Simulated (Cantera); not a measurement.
A freely propagating, adiabatic, planar premixed flame of H₂ : O₂ : N₂ = 1 : 0.238 : 0.895 (molar parts), equivalence ratio 2.1, unburnt at 700 K and 100000 Pa; unity-Lewis-number transport, grid criteria slope 0.08 and curve 0.16, no radiation.

Detailed kinetics in Cantera: the H2/O2 subset of GRI-Mech 3.0, which has no nitrogen chemistry. Unity Lewis numbers drop preferential diffusion, which matters most where H2 and H carry the flame. Burning velocities carry a grid error of a few per cent, more on coarse grids.

Task: Predict: laminar burning velocity; thermal thickness; peak x(OH); peak x(HO₂); peak x(H).

Result: 
- laminar burning velocity = 728 cm/s
- thermal thickness = 0.419 mm
- peak x(OH) = 0.00553
- peak x(HO₂) = 0.000161
- peak x(H) = 0.102
